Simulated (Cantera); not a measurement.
A Cantera script and its output.

```python
import numpy as np
import cantera as ct

gas = ct.Solution("gri30.yaml")
gas.TPX = 925, 2666, {'H2': 0.3, 'O2': 1, 'N2': 0.42}
reactor = ct.IdealGasConstPressureReactor(gas, energy="off", clone=False)
net = ct.ReactorNet([reactor])
net.rtol, net.atol = 1e-08, 1e-18
show = ['H2', 'O2', 'H2O2', 'OH', 'NO2', 'H']
times = np.geomspace(2e-06, 300, 10)

steps = ct.SolutionArray(gas, extra=["t"])
rows = []
print(f"{'t/s':>10s}{'T/K':>9s}{'P/Pa':>11s}" + "".join(f"{s:>11s}" for s in show))
for t in times:
    while net.time < t:
        t_next = net.step()
        steps.append(gas.state, t=t_next)
    rows.append([np.interp(t, steps.t, y) for y in (steps.T, steps.P, *steps(*show).X.T)])
    print(f"{t:10.3e}{rows[-1][0]:9.1f}{rows[-1][1]:11.4g}" + "".join(f"{x:11.3e}" for x in rows[-1][2:]))
rate = np.gradient(steps.T, steps.t)
print("integrator steps:", len(steps.t))
if steps.T.max() > steps.T[0] + 200:
    print(f"time of steepest temperature rise: {steps.t[rate.argmax()]:.4e} s")
gas.TPX = 925, 2666, {'H2': 0.3, 'O2': 1, 'N2': 0.42}
gas.equilibrate("TP")
print(f"equilibrium (TP): T = {gas.T:.1f} K  " + "  ".join(f"{s} {gas[s].X[0]:.3e}" for s in show))
```

Output:

```
       t/s      T/K       P/Pa         H2         O2       H2O2         OH        NO2          H
 2.000e-06    925.0       2666  1.744e-01  5.814e-01  5.717e-19  2.124e-15  3.618e-44  4.251e-13
 1.620e-05    925.0       2666  1.744e-01  5.814e-01  3.743e-17  1.089e-13  2.346e-40  3.354e-12
 1.312e-04    925.0       2666  1.744e-01  5.814e-01  2.489e-15  2.857e-12  5.836e-36  2.958e-11
 1.063e-03    925.0       2666  1.744e-01  5.814e-01  2.698e-13  8.203e-10  8.134e-30  6.568e-09
 8.607e-03    925.0       2666  4.574e-03  5.393e-01  1.144e-06  1.325e-03  3.853e-11  3.095e-03
 6.971e-02    925.0       2666  1.378e-04  5.414e-01  3.051e-07  6.384e-05  3.303e-09  2.052e-06
 5.646e-01    925.0       2666  2.561e-06  5.414e-01  5.101e-08  1.239e-05  6.460e-09  1.021e-08
 4.573e+00    925.0       2666  1.425e-08  5.414e-01  6.970e-09  2.742e-06  3.351e-09  8.878e-11
 3.704e+01    925.0       2666  7.552e-10  5.414e-01  1.049e-09  8.324e-07  1.126e-09  2.490e-12
 3.000e+02    925.0       2666  7.969e-11  5.414e-01  1.484e-10  2.796e-07  8.381e-10  9.518e-14
integrator steps: 1866
equilibrium (TP): T = 925.0 K  H2 1.251e-11  O2 5.414e-01  H2O2 2.293e-11  OH 1.025e-07  NO2 2.987e-07  H 5.677e-15
```

Computed with Cantera and GRI-Mech 3.0 (53 species, 325 reactions). Radical loss at walls, strong at low pressure, is not modelled. Below about 950 K walls govern HO2 and H2O2 in real vessels. The temperature is held fixed by assumption; the heat of reaction is taken as removed at once.
